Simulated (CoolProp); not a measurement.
A single-stage vapour-compression cycle with sulfur dioxide: evaporating at 276.15 K (dew point), condensing at 346.15 K (bubble point), superheat 8 K, subcooling 5 K, compressor efficiency 0.9, no pressure losses. Each further row changes one setting.

Values from CoolProp's reference Helmholtz-energy equation of state, Gao 2016.

| case | cooling COP | pressure ratio | discharge temperature (K) | refrigerating effect (kJ/kg) | volumetric capacity (kJ/m³) |
|---|---|---|---|---|---|
| as stated | 2.74 | 8.69 | 455.2 | 291 | 1440 |
| evaporating temperature 281.15 K | 3.06 | 7.15 | 444.6 | ? | ? |
| condensing temperature 341.15 K | ? | ? | 443.9 | 298 | 1470 |
| subcooling 10 K | 2.81 | 8.69 | 455.2 | 298 | 1470 |
| superheat 18 K | 2.70 | 8.69 | 469.3 | 298 | ? |
| compressor efficiency 0.8 | 2.43 | 8.69 | 472.5 | 291 | 1440 |

Problem. Complete the blanks.

Solution. 
- evaporating temperature 281.15 K, refrigerating effect (kJ/kg): 293
- evaporating temperature 281.15 K, volumetric capacity (kJ/m³): 1740
- condensing temperature 341.15 K, cooling COP: 3.01
- condensing temperature 341.15 K, pressure ratio: 7.69
- superheat 18 K, volumetric capacity (kJ/m³): 1410
